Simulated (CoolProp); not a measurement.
Properties of normal hydrogen along the isotherm 37.3 K.

Values from CoolProp's reference Helmholtz-energy equation of state, Leachman 2009.

```
p (kPa)          phase  speed of sound (m/s)  isothermal compressibility (1/MPa)
-------  -------------  --------------------  ----------------------------------
6.15               gas                 506.1                               162.8
10.9               gas                 506.0                               91.93
19.4               gas                 505.7                               51.73
34.6               gas                 505.2                               29.09
61.5               gas                 504.2                               16.45
109                gas                 502.6                               9.366
194                gas                 499.6                               5.354
346                gas                 494.1                               3.104
615                gas                 484.1                               1.873
1090               gas                 466.4                               1.257
1940     supercritical                 458.1                               1.252
```
